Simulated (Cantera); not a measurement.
An adiabatic, constant-pressure homogeneous reactor starts with C₃H₈ : O₂ : N₂ = 1 : 4.55 : 20 (molar parts), equivalence ratio 1.1, at 1573 K and 750 Torr. Integrator tolerance rtol = 1e-08.

Model: GRI-Mech 3.0 (53 species, 325 reactions), integrated in Cantera. GRI-Mech 3.0 was tuned for natural gas; its chemistry of propane as a main component is partial and can be far from experiment.

Task: What does this change do: N2 20 to 59 parts?

Result: 
```csv
quantity,before,after
time of steepest temperature rise,49.2 µs,87.5 µs
temperature at 0.800 s,2747 K,2273 K
equilibrium temperature,2747 K,2273 K
x(C₃H₈) at 0.800 s,<1e-12 (gas-phase equilibrium <1e-12),<1e-12 (gas-phase equilibrium <1e-12)
x(O₂) at 0.800 s,0.0127 (gas-phase equilibrium 0.0127),0.000673 (gas-phase equilibrium 0.000673)
x(CH₂) at 0.800 s,<1e-12 (gas-phase equilibrium <1e-12),<1e-12 (gas-phase equilibrium <1e-12)
x(CH₄) at 0.800 s,<1e-12 (gas-phase equilibrium <1e-12),<1e-12 (gas-phase equilibrium <1e-12)
x(C₂H) at 0.800 s,<1e-12 (gas-phase equilibrium <1e-12),<1e-12 (gas-phase equilibrium <1e-12)
x(NO) at 0.800 s,0.00799 (gas-phase equilibrium 0.00799),0.000895 (gas-phase equilibrium 0.000895)
x(N₂O) at 0.800 s,4.25e-7 (gas-phase equilibrium 4.25e-7),5.29e-8 (gas-phase equilibrium 5.29e-8)
```

Task: What does this change do: initial temperature 1573 to 1823 K?

Result: 
| quantity | before | after |
|---|---|---|
| time of steepest temperature rise | 49.2 µs | 13.2 µs |
| temperature at 0.800 s | 2747 K | 2837 K |
| equilibrium temperature | 2747 K | 2837 K |
| x(C₃H₈) at 0.800 s | <1e-12 (gas-phase equilibrium <1e-12) | <1e-12 (gas-phase equilibrium <1e-12) |
| x(O₂) at 0.800 s | 0.0127 (gas-phase equilibrium 0.0127) | 0.0155 (gas-phase equilibrium 0.0155) |
| x(CH₂) at 0.800 s | <1e-12 (gas-phase equilibrium <1e-12) | <1e-12 (gas-phase equilibrium <1e-12) |
| x(CH₄) at 0.800 s | <1e-12 (gas-phase equilibrium <1e-12) | <1e-12 (gas-phase equilibrium <1e-12) |
| x(C₂H) at 0.800 s | <1e-12 (gas-phase equilibrium <1e-12) | <1e-12 (gas-phase equilibrium <1e-12) |
| x(NO) at 0.800 s | 0.00799 (gas-phase equilibrium 0.00799) | 0.00995 (gas-phase equilibrium 0.00995) |
| x(N₂O) at 0.800 s | 4.25e-7 (gas-phase equilibrium 4.25e-7) | 5.27e-7 (gas-phase equilibrium 5.27e-7) |
